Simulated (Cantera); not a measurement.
Charge: 1 mol Ti, 5.4 mol CO₂, 12 mol CO, held at 0.00780 bar.

Cantera equilibrium calculation (NASA polynomials, part measured and part estimated; ideal gas, pure solids and liquids). Candidate condensed phases: C, Ti, TiC, TiO, TiO₂, Ti₂O₃, Ti₃O₅, Ti₄O₇; 15 gas species. The numbers say what is thermodynamically allowed, not how fast it happens. All values below are at 1477 °C.

Base state: CO 0.805, CO₂ 0.195 (mole fractions); condensed: TiO₂(rutile).

What changes in the equilibrium state with this change: Ti replaced by Al?


```csv
species,before,after
CO,0.805,0.776
CO₂,0.195,0.224
"TiO₂(rutile), mol",1.000,0
"Al₂O₃(s), mol",0,0.500
```
Further candidate phases: Al, Al₂O₃.
